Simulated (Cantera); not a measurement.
## HMDSO + O₂ (silicon oxide and oxynitride deposition)

Feed: 1 mol HMDSO, 0.15 mol O₂, at 4.10 mbar.

Cantera equilibrium calculation (NASA polynomials, part measured and part estimated; ideal gas, pure solids and liquids). Candidate condensed phases: C, C₆H₆, C₇H₈, C₈H₁₈, H₂O, Si, SiC, SiO₂; 123 gas species. The feed counts by its element totals alone. Kinetics and transport are ignored.

```tsv
T (°C)	x H₂	x CO	x H	x SiO	x Si	x C₂H₂ (acetylene)	n C(graphite)	n SiC(s)
1075	0.874	0.126	3.38e-5	0.000122	1.73e-10	1.05e-6	2.70	2.00
1150	0.874	0.126	9.70e-5	0.000176	1.98e-9	3.00e-6	2.70	2.00
1225	0.874	0.126	0.000251	0.000245	1.77e-8	7.70e-6	2.70	2.00
1300	0.873	0.126	0.000593	0.000330	1.28e-7	1.80e-5	2.71	2.00
1375	0.873	0.126	0.00130	0.000432	7.75e-7	3.90e-5	2.71	2.00
1450	0.871	0.125	0.00266	0.000553	4.00e-6	7.88e-5	2.71	1.99
1525	0.869	0.125	0.00513	0.000692	1.80e-5	0.000150	2.71	1.99
1600	0.865	0.125	0.00937	0.000848	7.14e-5	0.000270	2.71	1.99
1675	0.858	0.124	0.0163	0.00102	0.000255	0.000462	2.71	1.99
1750	0.847	0.123	0.0273	0.00121	0.000828	0.000756	2.72	1.98
```
x: gas mole fraction; n: condensed amount in mol.

From 1075 °C to 1750 °C the condensed part is C(graphite) + SiC(s). The main Si-bearing gas is SiO throughout.
